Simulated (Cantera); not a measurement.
Input (Python, Cantera) and output of one run.

```python
import numpy as np
import cantera as ct

gas_names = [...]  # 136 gases of nasa_gas.yaml made of C, H, N, O
cond_names = """
    C(gr) C6H6(L) C7H8(L) C8H18(L),n-octa H2O(s) H2O(L)
""".split()


# ... load() reads the species with a 1 bar reference pressure and builds the phases ...
atoms = {
    'C6H6': {'C': 6, 'H': 6},
    'O2': {'O': 2},
    'N2': {'N': 2},
}
top_T = {'C(gr)': 4500}  # K; cautious upper limits of use, not melting points


# ... equilibrate(T, P, feed) seeds the gas with the atoms and calls Mixture.equilibrate('TP', solver="vcs", rtol=1e-11, max_steps=5000) ...
results = []
feed = {'C6H6': 1, 'O2': 0.35, 'N2': 0.17}  # mol
T = 623.15  # K
P = 101325  # Pa
mix = equilibrate(T, P, feed)
results.append((T, P, feed, dict(zip(mix.species_names, mix.species_moles))))
print(gas.report(threshold=0.0001))
for i in range(1, mix.n_phases):
    print(f"{mix.phase(i).name:16s} {mix.phase_moles(i):12.5e} mol")
```

Output:

```
       temperature   623.15 K
          pressure   1.0132e+05 Pa
           density   0.32838 kg/m^3
  mean mol. weight   16.792 kg/kmol
   phase of matter   gas

                          1 kg             1 kmol
                     ---------------   ---------------
          enthalpy       -6.1445e+06       -1.0318e+08  J
   internal energy       -6.4531e+06       -1.0836e+08  J
           entropy             13150        2.2081e+05  J/K
    Gibbs function       -1.4339e+07       -2.4078e+08  J
 heat capacity c_p            2657.1             44617  J/K
 heat capacity c_v            2161.9             36303  J/K

                      mass frac. Y      mole frac. X     chem. pot. / RT
                     ---------------   ---------------   ---------------
               CH4           0.49048           0.51337           -38.516
                CO        0.00062524        0.00037483           -53.744
               CO2          0.059088          0.022545            -106.5
                H2          0.011997          0.099923           -18.764
               H2O           0.30438           0.28371            -71.52
               NH3        0.00025982        0.00025616           -41.306
                N2           0.13316          0.079815            -26.32
     [ +129 minor]        4.6547e-06        2.5988e-06

C(gr)             4.85957e+00 mol
```

Method: chemical equilibrium by Gibbs-energy minimisation in Cantera with the NASA 1993 tables (ideal gas, pure condensed phases).
